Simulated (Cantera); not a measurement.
Input: 1 mol SiHCl₃, 0.11 mol C₂H₄, 120 mol H₂, 0.0072 mol C₃H₈, held at 65.0 mbar.

Equilibrium computed with Cantera from the NASA thermochemical tables; the gas is ideal and each condensed phase is pure. Candidate condensed phases: C, C₆H₆, C₇H₈, C₈H₁₈, Si, SiC; 109 gas species. Mutual solubility and eutectic melting of coexisting phases are not modelled. The tables' values for SiCl, SiCl₃ are old estimates; treat these amounts as uncertain. Gases not in the tables: Si₂H₆ and higher silanes. Kinetics and transport are ignored.

log p: log10 of the partial pressure in bar; n: condensed amount in mol.

```
T (K)  log p H₂  log p HCl  log p H  log p SiCl₂  log p Si  log p SiH  n Si(s)  n SiC(s)  n Si(l)
-----  --------  ---------  -------  -----------  --------  ---------  -------  --------  -------
1375      -1.20      -2.85    -6.06        -4.05     -9.39      -9.23    0.581     0.241        0
1425      -1.20      -2.85    -5.76        -4.03     -8.79      -8.74    0.577     0.241        0
1475      -1.20      -2.86    -5.49        -4.02     -8.24      -8.29    0.572     0.241        0
1525      -1.20      -2.86        …        -4.00         …          …    0.568     0.241        0
1575      -1.20      -2.86    -4.98        -3.99     -7.24      -7.46    0.562     0.241        0
1625      -1.20      -2.86        …        -3.98         …          …    0.557     0.241        0
1675      -1.20      -2.86    -4.53        -3.97     -6.36      -6.74    0.551     0.241        0
1725      -1.20      -2.86    -4.33        -3.98     -5.99      -6.44        0     0.241    0.556
1775      -1.20      -2.86    -4.14        -4.01     -5.66      -6.17        0     0.241    0.562
1825      -1.20      -2.85    -3.96        -4.03     -5.34      -5.91        0     0.241    0.564
1875      -1.20      -2.85    -3.78        -4.06     -5.04      -5.68        0     0.241    0.560
1925      -1.20      -2.85    -3.62        -4.08     -4.76      -5.45        0     0.241    0.545
1975      -1.20      -2.85    -3.46        -4.10     -4.49      -5.23        0     0.240    0.512
2025      -1.20      -2.85    -3.32        -4.13     -4.23      -5.03        0     0.237    0.453
```

Q: Complete the blanks.

A: 
- 1525, log p H: -5.22
- 1525, log p Si: -7.72
- 1525, log p SiH: -7.86
- 1625, log p H: -4.75
- 1625, log p Si: -6.79
- 1625, log p SiH: -7.09
